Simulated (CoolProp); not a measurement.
Properties of oxygen along the isobar 9.66 bar (Tc = 154.6 K, pc = 50.46 bar, ω = 0.022).

The numbers come from the reference Helmholtz-energy equation of state, Schmidt 1985 in CoolProp.

```
T (K)   phase  cp (kJ/(kg K))  expansivity (1/kK)
-----  ------  --------------  ------------------
104.3  liquid           1.756               5.171
110.3  liquid           1.803               5.721
116.3  liquid           1.871                   …
122.3     gas           1.186               13.07
128.3     gas           1.122                   …
134.4     gas           1.084               10.31
140.4     gas           1.057               9.433
146.4     gas           1.036               8.724
152.4     gas           1.018               8.136
158.4     gas               …               7.638
164.4     gas          0.9932               7.209
170.5     gas          0.9837               6.829
```

Problem. Complete the blanks.

Solution. 
- 116.3, expansivity (1/kK): 6.475
- 128.3, expansivity (1/kK): 11.46
- 158.4, cp (kJ/(kg K)): 1.005
